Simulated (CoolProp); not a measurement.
Vapour-liquid equilibrium of o-xylene (1) + n-undecane (2) at 181.95 °C; x and y are mole fractions of (1).

Computed with CoolProp (multi-fluid Helmholtz-energy mixture model, Zhou 2012 and Aleksandrov 2011; pair parameters Bell 2016).

```json
[
 {"x": "0.05", "bubble pressure, mixture model (MPa)": "0.07907", "bubble pressure, Raoult's law (MPa)": "0.08017", "y, mixture model": "0.139", "y, Raoult's law": "0.155"},
 {"x": "0.15", "bubble pressure, mixture model (MPa)": "0.09534", "bubble pressure, Raoult's law (MPa)": "0.09797", "y, mixture model": "0.354", "y, Raoult's law": "0.382"},
 {"x": "0.25", "bubble pressure, mixture model (MPa)": "0.1123", "bubble pressure, Raoult's law (MPa)": "0.1158", "y, mixture model": "0.512", "y, Raoult's law": "0.538"},
 {"x": "0.35", "bubble pressure, mixture model (MPa)": "0.1298", "bubble pressure, Raoult's law (MPa)": "0.1336", "y, mixture model": "0.631", "y, Raoult's law": "0.653"},
 {"x": "0.45", "bubble pressure, mixture model (MPa)": "0.1476", "bubble pressure, Raoult's law (MPa)": "0.1514", "y, mixture model": "0.723", "y, Raoult's law": "0.741"},
 {"x": "0.55", "bubble pressure, mixture model (MPa)": "0.1656", "bubble pressure, Raoult's law (MPa)": "0.1692", "y, mixture model": "0.797", "y, Raoult's law": "0.810"},
 {"x": "0.65", "bubble pressure, mixture model (MPa)": "0.1839", "bubble pressure, Raoult's law (MPa)": "0.1870", "y, mixture model": "0.856", "y, Raoult's law": "0.867"},
 {"x": "0.75", "bubble pressure, mixture model (MPa)": "0.2023", "bubble pressure, Raoult's law (MPa)": "0.2048", "y, mixture model": "0.906", "y, Raoult's law": "0.913"},
 {"x": "0.85", "bubble pressure, mixture model (MPa)": "0.2209", "bubble pressure, Raoult's law (MPa)": "0.2226", "y, mixture model": "0.948", "y, Raoult's law": "0.952"},
 {"x": "0.95", "bubble pressure, mixture model (MPa)": "0.2398", "bubble pressure, Raoult's law (MPa)": "0.2404", "y, mixture model": "0.984", "y, Raoult's law": "0.985"}
]
```

The largest gap from Raoult's law is -3.0 % in bubble pressure, at x = 0.25. No azeotrope shows between x = 0.05 and 0.95.

Pair parameters are fitted to limited data, so mixtures are less certain than the pure fluids.
